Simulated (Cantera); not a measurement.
An adiabatic, constant-volume homogeneous reactor starts with H₂ : O₂ : N₂ = 1 : 1.61 : 6.06 (molar parts), at 1723 K and 4.05 atm. Integrator tolerance rtol = 1e-08.

Cantera simulation using the H2/O2 subset of GRI-Mech 3.0, which has no nitrogen chemistry; the numbers are that mechanism's predictions, not measurements. The hydrogen kinetics of GRI-Mech 3.0 are dated; newer H2 mechanisms differ, most at raised pressure.

Task: How do the results move with these cheaper or finer settings: rtol 1e-08 to 0.01; rtol 1e-08 to 1e-10; rtol 1e-08 to 1e-06; full GRI-Mech 3.0 in place of its H2/O2 subset?

Result: 
```tsv
setting	time of steepest temperature rise	temperature at 3.00 s	equilibrium temperature	x(H₂) at 3.00 s	integrator steps
as above	2.20 µs	2603 K	2603 K	0.00126	963
rtol 1e-08 to 0.01	2.17 µs	2607 K	2603 K	0.00128	187
rtol 1e-08 to 1e-10	2.20 µs	2603 K	2603 K	0.00126	1588
rtol 1e-08 to 1e-06	2.20 µs	2603 K	2603 K	0.00126	658
full GRI-Mech 3.0 in place of its H2/O2 subset	2.20 µs	2562 K	2562 K	0.00110	1122
```
